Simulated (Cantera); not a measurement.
Cantera run, input and output.

```python
import numpy as np
import cantera as ct

gas = ct.Solution("h2o2.yaml")
gas.TPX = 1400, 3600, {'H2': 0.046, 'O2': 1}
reactor = ct.IdealGasConstPressureReactor(gas, energy="off", clone=False)
net = ct.ReactorNet([reactor])
net.rtol, net.atol = 1e-08, 1e-18
show = ['H2', 'O2', 'H', 'HO2', 'H2O', 'O', 'OH']
times = np.geomspace(1e-05, 5, 9)

steps = ct.SolutionArray(gas, extra=["t"])
rows = []
print(f"{'t/s':>10s}{'T/K':>9s}{'P/Pa':>11s}" + "".join(f"{s:>11s}" for s in show))
for t in times:
    while net.time < t:
        t_next = net.step()
        steps.append(gas.state, t=t_next)
    rows.append([np.interp(t, steps.t, y) for y in (steps.T, steps.P, *steps(*show).X.T)])
    print(f"{t:10.3e}{rows[-1][0]:9.1f}{rows[-1][1]:11.4g}" + "".join(f"{x:11.3e}" for x in rows[-1][2:]))
rate = np.gradient(steps.T, steps.t)
print("integrator steps:", len(steps.t))
if steps.T.max() > steps.T[0] + 200:
    print(f"time of steepest temperature rise: {steps.t[rate.argmax()]:.4e} s")
gas.TPX = 1400, 3600, {'H2': 0.046, 'O2': 1}
gas.equilibrate("TP")
print(f"equilibrium (TP): T = {gas.T:.1f} K  " + "  ".join(f"{s} {gas[s].X[0]:.3e}" for s in show))
```

Result:

```
       t/s      T/K       P/Pa         H2         O2          H        HO2        H2O          O         OH
 1.000e-05   1400.0       3600  4.398e-02  9.560e-01  1.668e-08  2.656e-08  2.014e-09  1.187e-08  1.135e-08
 5.157e-05   1400.0       3600  4.398e-02  9.560e-01  8.853e-08  1.371e-07  1.569e-07  2.050e-07  1.760e-07
 2.659e-04   1400.0       3600  4.368e-02  9.558e-01  5.318e-05  1.055e-06  2.045e-04  1.514e-04  1.246e-04
 1.371e-03   1400.0       3600  6.370e-04  9.202e-01  4.157e-03  4.459e-06  3.877e-02  3.107e-02  5.137e-03
 7.071e-03   1400.0       3600  4.352e-04  9.318e-01  2.254e-03  3.878e-06  4.067e-02  2.052e-02  4.271e-03
 3.646e-02   1400.0       3600  1.069e-04  9.492e-01  2.593e-04  1.949e-06  4.352e-02  4.810e-03  2.135e-03
 1.880e-01   1400.0       3600  8.132e-06  9.544e-01  5.357e-06  3.294e-07  4.464e-02  3.602e-04  5.923e-04
 9.696e-01   1400.0       3600  6.146e-07  9.549e-01  1.118e-07  6.714e-08  4.488e-02  2.724e-05  1.635e-04
 5.000e+00   1400.0       3600  1.217e-07  9.550e-01  9.934e-09  7.946e-08  4.493e-02  5.416e-06  7.291e-05
integrator steps: 1813
equilibrium (TP): T = 1400.0 K  H2 1.102e-07  O2 9.550e-01  H 8.568e-09  HO2 8.217e-08  H2O 4.493e-02  O 4.906e-06  OH 6.939e-05
```

Computed with Cantera and the H2/O2 subset of GRI-Mech 3.0, which has no nitrogen chemistry. Radical loss at walls, strong at low pressure, is not modelled. The temperature is held fixed by assumption; the heat of reaction is taken as removed at once.
